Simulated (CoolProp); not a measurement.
Saturation properties of CHF3 (R23) (Tc = 26.1 °C, pc = 4.832 MPa, ω = 0.263).

Computed with CoolProp (reference Helmholtz-energy equation of state, Penoncello 2003).

```tsv
T (°C)	p (MPa)	vapour density (kg/m³)	enthalpy of vaporisation (kJ/kg)	liquid viscosity (µPa s)	vapour viscosity (µPa s)	liquid conductivity (mW/(m K))
-35.35	0.8365	35.52	193.5	156	12.1	101
-32.95	0.9102	38.70	190.5	151	12.2	99.9
-30.65	0.9853	41.98	187.6	146	12.4	98.4
-28.35	1.065	45.50	184.6	142	12.5	97.0
-25.95	1.153	49.44	181.4	137	12.7	95.5
-23.65	1.243	53.50	178.2	133	12.8	94.1
-21.25	1.342	58.05	174.8	128	13.0	92.6
-18.95	1.442	62.74	171.4	124	13.2	91.1
-16.55	1.552	68.01	167.7	120	13.4	89.6
-14.25	1.664	73.46	164.0	116	13.5	88.2
-11.85	1.786	79.60	160.1	112	13.7	86.6
-9.55	1.910	85.96	156.1	108	13.9	85.1
```

It boils at -82.0 °C under 1 atm.

Viscosity comes from a separate model (Shan 2000). Thermal conductivity comes from a separate model (Shan 2000).
